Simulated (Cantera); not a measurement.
A closed system holds: 1 mol C2H6, 0.22 mol NH3, 2.6 mol H2, held at 1.88 Torr.

These are equilibrium values from Cantera (NASA tables, ideal gas, pure condensed phases), not measurements of a reactor. Candidate condensed phases: C, C6H6, C7H8, C8H18; 92 gas species. Kinetics and transport are ignored.

### Question
At 1000 K, list the 3 most abundant gas species with their mole fractions, and the condensed phases.

### Answer
H2 0.982, N2 0.0182, CH4 0.000230. Condensed: C(graphite).
